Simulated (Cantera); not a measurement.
Feed: 1 mol CO, 0.29 mol H2O, 11 mol N2, equilibrated at 1873.15 K and 13.5 Torr.

Cantera equilibrium calculation (NASA polynomials, part measured and part estimated; ideal gas, pure solids and liquids). Rates play no part.

| species | before | after |
|---|---|---|
| N2 | 0.895 | 0.861 |
| CO | 0.0681 | 0.0767 |
| H | 0.000548 | 0.0375 |
| O | 1.09e-6 | 0.0145 |
| H2O | 0.0103 | 0.000415 |
| CO2 | 0.0132 | 0.00166 |
| H2 | 0.0130 | 0.00271 |
| N | <1e-9 | 3.44e-5 |
| O2 | 3.79e-7 | 0.000888 |
| NO | 7.56e-6 | 0.00267 |
| OH | 3.39e-5 | 0.00168 |
Gas species are given as mole fractions.

### Question
What was changed between the two runs?
A) H2O from 0.29 to 1.6 mol
B) CO replaced by CH4
C) temperature from 1873.15 K to 2848.15 K
D) temperature from 1873.15 K to 2200 K

### Answer
C, temperature from 1873.15 K to 2848.15 K
